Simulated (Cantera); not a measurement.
A closed system holds: 1 mol SrCl2, 0.28 mol HCl, 16 mol N2, a varied amount of H2O, equilibrated at 0.00610 bar.

Method: chemical equilibrium by Gibbs-energy minimisation in Cantera with the NASA 1993 tables (ideal gas, pure condensed phases). Candidate condensed phases: H2O, NH4Cl, Sr, SrCl2, SrO, Sr(OH)2; 35 gas species. Mutual solubility and eutectic melting of coexisting phases are not modelled. Condensed phases not in the tables: oxide chlorides. Equilibrium is a limit: real reactors are often held back by kinetics, nucleation or transport.

**Question.** What condenses at these points (T in °C, n(H2O) in mol): (1675, 0.65); (875, 2.2); (1175, 1.6); (1475, 1); (775, 1.6); (1475, 2.5)?

**Answer.** 
```csv
T (°C),n(H2O) in mol,condensed phases,Sr condensed (%)
1675,0.65,gas only,0.0
875,2.2,SrCl2,99.9
1175,1.6,SrCl2 + SrO,40.9
1475,1,gas only,0.0
775,1.6,SrCl2,100.0
1475,2.5,SrO,4.5
```
